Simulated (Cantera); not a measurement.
Input (Python, Cantera) and output of one run.

```python
import numpy as np
import cantera as ct

gas_names = """
    H HNO HNO2 HNO3 HO2 H2 H2O H2O2 H2S H2SO4 N NH NH2 NH3 NH2OH NO NO2 NO3 N2 N2H2 N2H4 N2O O OH O2 O3
    S SH SN SO SO2 SO3 S2 S2O S8
""".split()
cond_names = """
    H2O(s) H2O(L) H2SO4(L) S(cr1) S(cr2) S(L)
""".split()


def load(file, names, dense=False):
    # The tables refer to 1 bar. Condensed volumes are neglected.
    table = {s.name: s for s in ct.Species.list_from_file(file)}
    out = []
    for n in names:
        d = dict(table[n].input_data)
        d["thermo"] = dict(d["thermo"], **{"reference-pressure": 1e5})
        if dense:
            d["equation-of-state"] = {"model": "constant-volume", "density": "1e6 g/cm^3"}
        out.append(ct.Species.from_dict(d))
    return out


gas = ct.Solution(thermo="ideal-gas", species=load("nasa_gas.yaml", gas_names))
cond = {s.name: ct.Solution(thermo="fixed-stoichiometry", species=[s], name=s.name)
        for s in load("nasa_condensed.yaml", cond_names, dense=True)}
atoms = {
    'N2O': {'N': 2, 'O': 1},
    'H2O': {'H': 2, 'O': 1},
    'O2': {'O': 2},
    'SO2': {'S': 1, 'O': 2},
}
top_T = {}  # K; cautious upper limits of use, not melting points


def equilibrate(T, P, feed):
    n = {}
    for name, mol in feed.items():
        for a, k in atoms[name].items():
            n[a] = n.get(a, 0.0) + k * mol
    gas.TPX = T, P, n
    mass = sum(n.values()) * gas.mean_molecular_weight
    gas.equilibrate("TP")
    valid = [c for c in cond.values() if c.min_temp <= T <= top_T.get(c.name, c.max_temp)]
    mix = ct.Mixture([(gas, mass / gas.mean_molecular_weight)] + [(c, 0.0) for c in valid])
    mix.T, mix.P = T, P
    mix.equilibrate("TP", solver="vcs", rtol=1e-11, max_steps=5000)
    return mix


results = []
feed = {'N2O': 1, 'H2O': 1.9, 'O2': 1.9, 'SO2': 0.032}  # mol
T = 1998  # K
for P in [10, 200, 3900, 77000, 1500000, 30000000]:
    mix = equilibrate(T, P, feed)
    results.append((T, P, feed, dict(zip(mix.species_names, mix.species_moles))))

top = {s: max(r[3][s] / sum(r[3][g] for g in gas_names) for r in results) for s in gas_names}
cols = sorted((s for s in top if top[s] > 1e-05), key=lambda s: -top[s])[:7]
seen = [c for c in cond_names if any(r[3].get(c, 0) > 1e-12 for r in results)]
print("log10 of partial pressures in bar; condensed amounts in mol")
print(f"{'P/Pa':>10s}" + "".join(f"{s[:9]:>10s}" for s in cols + seen))
for T, P, feed, n in results:
    ng = sum(n[g] for g in gas_names)
    print(f"{P:10.4g}" + "".join(f"{np.log10(max(n[s] / ng * P / 1e5, 1e-99)):10.3f}" for s in cols)
          + "".join(f"{n.get(c, 0):10.4g}" for c in seen))
```

Result:

```
log10 of partial pressures in bar; condensed amounts in mol
      P/Pa        O2       H2O        N2         O        OH         H        H2
        10    -4.393    -4.530    -4.756    -5.378    -5.387    -5.735    -5.880
       200    -3.062    -3.172    -3.438    -4.712    -4.375    -5.388    -5.187
      3900    -1.763    -1.866    -2.144    -4.063    -3.398    -5.060    -4.531
   7.7e+04    -0.465    -0.566    -0.847    -3.414    -2.423    -4.735    -3.880
   1.5e+06     0.826     0.726     0.443    -2.768    -1.454    -4.411    -3.233
     3e+07     2.127     2.028     1.744    -2.118    -0.478    -4.086    -2.582
```

Method: chemical equilibrium by Gibbs-energy minimisation in Cantera with the NASA 1993 tables (ideal gas, pure condensed phases). The ideal-gas law is rough above about 30 bar.
